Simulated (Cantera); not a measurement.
Cantera run:

```python
import numpy as np
import cantera as ct

gas_names = [...]  # 130 gases of nasa_gas.yaml made of C, H, Mg, O, S
cond_names = """
    C(gr) C6H6(L) C7H8(L) C8H18(L),n-octa H2O(s) H2O(L) H2SO4(L) Mg(cr) Mg(L) MgCO3(s) MgO(s) MgO(L)
    MgO2H2(s) MgS(s) MgSO4(s) MgSO4(L) S(cr1) S(cr2) S(L)
""".split()


# ... load() reads the species with a 1 bar reference pressure and builds the phases ...
atoms = {
    'MgCO3': {'Mg': 1, 'C': 1, 'O': 3},
    'H2S': {'H': 2, 'S': 1},
    'CO2': {'C': 1, 'O': 2},
}
top_T = {'C(gr)': 4500, 'MgS(s)': 2250}  # K; cautious upper limits of use, not melting points


# ... equilibrate(T, P, feed) seeds the gas with the atoms and calls Mixture.equilibrate('TP', solver="vcs", rtol=1e-11, max_steps=5000) ...
results = []
feed = {'MgCO3': 1, 'H2S': 1.4, 'CO2': 1.2}  # mol
P = 101325  # Pa
for T in [1123, 1148, 1173, 1198, 1223, 1248, 1273, 1298, 1323, 1348, 1373, 1398, 1423, 1448]:
    mix = equilibrate(T, P, feed)
    results.append((T, P, feed, dict(zip(mix.species_names, mix.species_moles))))

top = {s: max(r[3][s] / sum(r[3][g] for g in gas_names) for r in results) for s in gas_names}
cols = sorted((s for s in top if top[s] > 0.0001), key=lambda s: -top[s])[:9]
seen = [c for c in cond_names if any(r[3].get(c, 0) > 1e-12 for r in results)]
print("log10 of partial pressures in bar; condensed amounts in mol")
print(f"{'T/K':>10s}" + "".join(f"{s[:9]:>10s}" for s in cols + seen))
for T, P, feed, n in results:
    ng = sum(n[g] for g in gas_names)
    print(f"{T:10.4g}" + "".join(f"{np.log10(max(n[s] / ng * P / 1e5, 1e-99)):10.3f}" for s in cols)
          + "".join(f"{n.get(c, 0):10.4g}" for c in seen))
```

Result:

```
log10 of partial pressures in bar; condensed amounts in mol
       T/K       CO2       H2S        CO       H2O        S2        H2       COS       SO2        SH    MgO(s)
      1123    -0.337    -0.646    -1.030    -0.911    -1.242    -1.643    -1.533    -3.431    -4.102         1
      1148    -0.348    -0.670    -0.987    -0.885    -1.200    -1.597    -1.559    -3.312    -3.983         1
      1173    -0.359    -0.696    -0.948    -0.861    -1.161    -1.555    -1.588    -3.197    -3.870         1
      1198    -0.370    -0.724    -0.913    -0.838    -1.126    -1.516    -1.618    -3.086    -3.764         1
      1223    -0.382    -0.753    -0.880    -0.817    -1.095    -1.480    -1.649    -2.979    -3.664         1
      1248    -0.394    -0.783    -0.851    -0.798    -1.066    -1.447    -1.682    -2.875    -3.570         1
      1273    -0.406    -0.814    -0.824    -0.780    -1.041    -1.417    -1.715    -2.774    -3.481         1
      1298    -0.418    -0.847    -0.799    -0.764    -1.018    -1.389    -1.749    -2.677    -3.397         1
      1323    -0.430    -0.880    -0.776    -0.749    -0.998    -1.364    -1.784    -2.583    -3.317         1
      1348    -0.442    -0.915    -0.755    -0.735    -0.980    -1.341    -1.818    -2.492    -3.242         1
      1373    -0.453    -0.949    -0.736    -0.723    -0.964    -1.320    -1.853    -2.405    -3.171         1
      1398    -0.465    -0.985    -0.718    -0.712    -0.950    -1.300    -1.889    -2.320    -3.104         1
      1423    -0.477    -1.021    -0.702    -0.702    -0.938    -1.282    -1.924    -2.240    -3.041         1
      1448    -0.488    -1.057    -0.686    -0.694    -0.928    -1.266    -1.959    -2.162    -2.980         1
```

These are equilibrium values from Cantera (NASA tables, ideal gas, pure condensed phases), not measurements of a reactor. Gases not in the tables: S3 to S7.
